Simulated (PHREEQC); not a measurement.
A solution holds 0.0013 mol/kgw NaH2PO4, 0.2 mol/kgw NaOH and 0.00057 mol/kgw KCl, at 70 °C. Closed to the air; pH follows from the charge balance.

Equilibrium calculation in PHREEQC: ion-association model, phreeqc.dat.

This is a speciation only: nothing precipitates in the calculation.

Order these P species by the share of P that they hold, largest first: HPO4-2, NaHPO4-, PO4-3.

PO4-3 (84 %), HPO4-2 (15 %), NaHPO4- (1.5 %)

The pH is 11.93 and the ionic strength 0.205 mol/kgw. Away from 25 °C the constants follow the database's enthalpies or fits; those with neither stay at their 25 °C values.
